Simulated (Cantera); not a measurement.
Feed: 1 mol SiH₄, 0.86 mol N₂.

Equilibrium computed with Cantera from the NASA thermochemical tables; the gas is ideal and each condensed phase is pure. Candidate condensed phases: Si, Si₃N₄; 18 gas species. N₂ is the only nitrogen source here; it is nearly inert below about 1500 K, so the nitride shown seldom forms there in practice. Mutual solubility and eutectic melting of coexisting phases are not modelled. Kinetics and transport are ignored.

Stable condensed phases, one row left out:

```
T in °C \ P in Pa
              5     15     45    140    410   1200   3700  11000  33000 100000
   1327       A      A      A      B      C      C      C      C      C      C
   1127       B      C      C      C      C      C      C      C      C      C
   1027       C      C      C      C      C      C      C      C      C      C
    927       C      C      C      C      C      C      C      C      C      C
    827       C      C      C      C      C      C      C      C      C      C
    727       C      C      C      C      C      C      C      C      C      C
    627       C      C      C      C      C      C      C      C      C      C
    527       C      C      C      C      C      C      C      C      C      C
```

A: Si; B: Si + Si₃N₄; C: Si₃N₄.

### Question
Give the row for 1227 °C.

### Answer
5: Si; 15: Si; 45: Si + Si₃N₄; 140: Si₃N₄; 410: Si₃N₄; 1200: Si₃N₄; 3700: Si₃N₄; 11000: Si₃N₄; 33000: Si₃N₄; 100000: Si₃N₄.
